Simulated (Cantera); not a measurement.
A closed system holds: 1 mol Al, 7.2 mol N2, 8.3 mol O2, at 330 Pa.

Cantera equilibrium calculation (NASA polynomials, part measured and part estimated; ideal gas, pure solids and liquids). Candidate condensed phases: Al, AlN, Al2O3; 16 gas species. Kinetics and transport are ignored.

x: gas mole fraction; n: condensed amount in mol.

```
T (K)   x O2   x N2       x O      x NO    x NO2  n Al2O3(s)
-----  -----  -----  --------  --------  -------  ----------
625    0.512  0.488    <1e-12   5.26e-8  1.69e-8       0.500
775    0.512  0.488    <1e-12   1.58e-6  5.82e-8       0.500
925    0.512  0.488  1.67e-10   1.58e-5  1.34e-7       0.500
1075   0.512  0.488   1.63e-8   8.28e-5  2.47e-7       0.500
1225   0.512  0.488       ___       ___      ___       0.500
1375   0.511  0.488   7.92e-6  0.000771  5.64e-7       0.500
1525   0.511  0.487   7.05e-5   0.00169  7.57e-7       0.500
1675   0.510  0.486       ___       ___      ___       0.500
1825   0.508  0.485   0.00191   0.00551  1.18e-6       0.500
1975   0.502  0.482   0.00680   0.00864  1.39e-6       0.500
2125   0.490  0.477    0.0201    0.0126  1.57e-6       0.500
```

Question: Complete the blanks.

Answer: 
- 1225, x O: 5.24e-7
- 1225, x NO: 0.000290
- 1225, x NO2: 3.91e-7
- 1675, x O: 0.000425
- 1675, x NO: 0.00322
- 1675, x NO2: 9.64e-7
